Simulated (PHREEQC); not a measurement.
A solution holds 110 mmol/kgw CuCl2, 5.5 mmol/kgw HBF4 and 0.052 mmol/kgw FeCl3, at 86 °C. Closed to the air; pH follows from the charge balance.

Model: ion-association model, wateq4f.dat, run in PHREEQC.

```tsv
quantity	before	after
pH	2.48	4.62
ionic strength (mol/kgw)	0.200	0.202
Cl- (mol/kgw)	0.151	0.157
FeOH+2 (mol/kgw)	3.27e-8	1.47e-6
Fe(OH)2+ (mol/kgw)	7.84e-9	4.89e-5
Fe+3 (mol/kgw)	2.16e-9	6.98e-10
SI of Goethite (FeOOH)	+0.57	+6.51
SI of Hematite (Fe2O3)	+3.39	+15.26
```

Name the change that produced these shifts.
A) diluted 5-fold with water
B) CuCl2 left out
C) CuCl2 from 0.11 to 0.165 mol/kgw
D) HBF4 from 0.0055 to 0.00275 mol/kgw
E) HBF4 replaced by Na2B4O7 at the same molality

E, HBF4 replaced by Na2B4O7 at the same molality

No solid was allowed to form. Some of these states are supersaturated (in Hematite (slow to form), Goethite (slow to form), Atacamite, for instance). At this temperature some constants are extrapolated from 25 °C, and those without enthalpy data are left unchanged. Real BF4- forms and hydrolyses slowly; the run takes it at equilibrium. Fluoro complexes past AlF4- and FeF3 are missing from the database.
